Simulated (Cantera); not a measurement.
A diamond (100) surface in a fixed gas of H2 with x(CH4) = 0.0064, x(CH3) = 2e-05, at 1400 K, 2200 Pa; coverages are run to steady state.

Cantera simulation using the Harris–Goodwin 1993 mechanism for the reconstructed diamond (100) surface; the numbers are that mechanism's predictions, not measurements.

θ: site fractions in the mechanism's names (c6HH fully hydrogenated, c6H* and c6*H radical sites, c6** diradical, c6HM methylated).

| x(H) | growth (µm/h) | θ c6HH | θ c6H* | θ c6*H | θ c6** |
|---|---|---|---|---|---|
| 0.0001 | 0.000172 | 0.708 | 0.0284 | 0.260 | 0.00321 |
| 0.00021 | 0.000920 | 0.589 | 0.0397 | 0.363 | 0.00845 |
| 0.00045 | (withheld) | (withheld) | (withheld) | (withheld) | (withheld) |
| 0.00097 | 0.0133 | 0.410 | 0.0550 | 0.503 | 0.0322 |
| 0.0021 | 0.0324 | 0.367 | 0.0579 | 0.529 | 0.0459 |
| 0.0044 | (withheld) | 0.345 | 0.0591 | 0.540 | (withheld) |
| 0.0093 | 0.0857 | 0.333 | 0.0596 | 0.545 | 0.0618 |
| 0.02 | 0.112 | 0.328 | 0.0599 | 0.547 | 0.0653 |
| 0.042 | 0.139 | 0.325 | 0.0601 | 0.548 | 0.0669 |

Question: What belongs in the gaps?

Answer: 
- 0.00045, growth (µm/h): 0.00402
- 0.00045, θ c6HH: 0.483
- 0.00045, θ c6H*: 0.0491
- 0.00045, θ c6*H: 0.450
- 0.00045, θ c6**: 0.0184
- 0.0044, growth (µm/h): 0.0583
- 0.0044, θ c6**: 0.0557
